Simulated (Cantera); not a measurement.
Equilibrium for silicon oxide and oxynitride deposition: SiF4 + H2O

A closed system holds: 1 mol SiF4, a varied amount of H2O, held at 627 °C and 10.0 mbar.

Equilibrium computed with Cantera from the NASA thermochemical tables; the gas is ideal and each condensed phase is pure. Candidate condensed phases: H2O, Si, SiO2; 38 gas species. The numbers say what is thermodynamically allowed, not how fast it happens.

From 0.57 mol H2O to 12 mol H2O the condensed part is SiO2(β-quartz). The main Si-bearing gas is SiF4 throughout. The share of Si in condensed phases is highest at 12 mol H2O (96.9 %) and lowest at 0.57 mol H2O (18.5 %).

```json
[
 {"n(H2O) (mol)": "0.57", "x H2O": "0.114", "x HF": "0.421", "x SiF4": "0.465", "x H2F2": "1.03e-7", "n SiO2(β-quartz)": "0.185"},
 {"n(H2O) (mol)": "1.8", "x H2O": "0.293", "x HF": "0.530", "x SiF4": "0.177", "x H2F2": "1.63e-7", "n SiO2(β-quartz)": "0.428"},
 {"n(H2O) (mol)": "3", "x H2O": "0.395", "x HF": "0.517", "x SiF4": "0.0885", "x H2F2": "1.55e-7", "n SiO2(β-quartz)": "0.594"},
 {"n(H2O) (mol)": "4.3", "x H2O": "0.474", "x HF": "0.481", "x SiF4": "0.0459", "x H2F2": "1.34e-7", "n SiO2(β-quartz)": "0.724"},
 {"n(H2O) (mol)": "5.5", "x H2O": "0.531", "x HF": "0.443", "x SiF4": "0.0262", "x H2F2": "1.14e-7", "n SiO2(β-quartz)": "0.809"},
 {"n(H2O) (mol)": "6.7", "x H2O": "0.579", "x HF": "0.405", "x SiF4": "0.0155", "x H2F2": "9.54e-8", "n SiO2(β-quartz)": "0.868"},
 {"n(H2O) (mol)": "7.9", "x H2O": "0.620", "x HF": "0.370", "x SiF4": "0.00941", "x H2F2": "7.97e-8", "n SiO2(β-quartz)": "0.908"},
 {"n(H2O) (mol)": "9.2", "x H2O": "0.658", "x HF": "0.336", "x SiF4": "0.00570", "x H2F2": "6.58e-8", "n SiO2(β-quartz)": "0.936"},
 {"n(H2O) (mol)": "10", "x H2O": "0.678", "x HF": "0.318", "x SiF4": "0.00427", "x H2F2": "5.87e-8", "n SiO2(β-quartz)": "0.949"},
 {"n(H2O) (mol)": "12", "x H2O": "0.720", "x HF": "0.278", "x SiF4": "0.00221", "x H2F2": "4.48e-8", "n SiO2(β-quartz)": "0.969"}
]
```
x: gas mole fraction; n: condensed amount in mol.
